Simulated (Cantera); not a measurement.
**Hydrocarbon pyrolysis for carbon deposition**

A perfectly stirred reactor is fed with C₂H₆ : H₂ = 1 : 19 (molar parts), at 8.25 Torr; it is held at 1700 K, and followed from long to short residence time.

Detailed kinetics in Cantera: GRI-Mech 3.0 (53 species, 325 reactions). GRI-Mech 3.0 stops at C3 and has no aromatics, soot or wall deposition, so with more carbon than oxygen in the feed, carbon stays in small species such as C2H2 where larger ones or solid carbon would form. Radical loss at walls, strong at low pressure, is not modelled.

```
τ (s)      x C₂H₆   x H₂      x H   x C₂H₂    x CH₂   x CH₄
-------  --------  -----  -------  -------  -------  ------
1.1       1.55e-5  0.942  0.00180   0.0366  1.14e-6  0.0183
0.44      3.56e-5  0.939  0.00198   0.0336  1.74e-6  0.0244
0.17      8.30e-5  0.934  0.00223   0.0298  2.61e-6  0.0315
0.065    0.000192  0.930  0.00253   0.0256  3.81e-6  0.0390
0.025    0.000441  0.925  0.00289   0.0211  5.31e-6  0.0458
0.0096    0.00101  0.921  0.00325   0.0166  7.06e-6  0.0508
0.0037    0.00235  0.919  0.00356   0.0119  8.90e-6  0.0529
0.0014    0.00559  0.920  0.00368  0.00706  1.06e-5  0.0500
0.00054    0.0130  0.924  0.00336  0.00296  1.12e-5  0.0392
```
x: mole fraction; the columns are a selection and need not sum to one.
